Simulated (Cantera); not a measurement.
Feed: 1 mol C2H2, 0.054 mol CO2, 32 mol H2, held at 5700 Pa.

Method: chemical equilibrium by Gibbs-energy minimisation in Cantera with the NASA 1993 tables (ideal gas, pure condensed phases). Candidate condensed phases: C, C6H6, C7H8, C8H18, H2O; 110 gas species. Kinetics and transport are ignored.

Over these rows the condensed part is C(graphite). Partial pressures as log10 of bar:

| T (K) | 1000/T (1/K) | log p C2H2 (acetylene) | log p H2 |
|---|---|---|---|
| 1548 | 0.6460 | -6.05 | -1.25 |
| 1748 | 0.5721 | -5.19 | -1.25 |
| 1948 | 0.5133 | ? | -1.25 |
| 2148 | 0.4655 | -3.97 | -1.25 |
| 2348 | 0.4259 | -3.53 | -1.27 |
| 2548 | 0.3925 | -3.19 | -1.31 |

Q: Fit log p(C2H2 (acetylene)) = a + b·(1000/T) to the five rows, give the apparent enthalpy, and predict the row at 1948 K.

A: Means: 1000/T = 0.5004, log p = -4.386. Sxy = -0.507264, Sxx = 0.0447509, so b = -11.34 and a = -4.386 − (-11.34)×0.5004 = 1.29.
Apparent enthalpy: −19.145 × (-11.34) = 217 kJ/mol. With the condensed phases at unit activity, 2 C(graphite) + H2(g) = C2H2 (acetylene)(g) links this pressure to the main gases: over the six rows their terms move log p by -0.06 in all, so the slope is close to that reaction's ΔH°. The five rows lie within 0.03 of the line.
Prediction at 1948 K: 1.29 + (-11.34)×0.5133 = -4.53. The computed value is -4.52, 0.01 from the line.
